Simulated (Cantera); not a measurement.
A closed system holds: 1 mol CH₃OH, 0.0083 mol O₂, 29 mol H₂, equilibrated at 2250 K and 93.0 bar.

Method: chemical equilibrium by Gibbs-energy minimisation in Cantera with the NASA 1993 tables (ideal gas, pure condensed phases). Candidate condensed phases: C, C₆H₆, C₇H₈, C₈H₁₈, H₂O; 110 gas species. The ideal-gas law is rough above about 30 bar. The numbers say what is thermodynamically allowed, not how fast it happens.

Base state: H₂ 0.966, CO 0.0299, H₂O 0.00194, CH₄ 0.00138, H 0.000757, CH₃ 2.05e-5, C₂H₂ (acetylene) 1.46e-5, CO₂ 1.10e-5 (mole fractions); condensed: gas only.

Question: What changes in the equilibrium state with this change: temperature from 2250 K to 1323 K?

Answer: 
| species | before | after |
|---|---|---|
| H₂ | 0.966 | 0.936 |
| H₂O | 0.00194 | 0.0309 |
| CH₄ | 0.00138 | 0.0304 |
| CO | 0.0299 | 0.00267 |
| C₂H₂ (acetylene) | 1.46e-5 | 2.33e-9 |
| H | 0.000757 | 1.59e-7 |
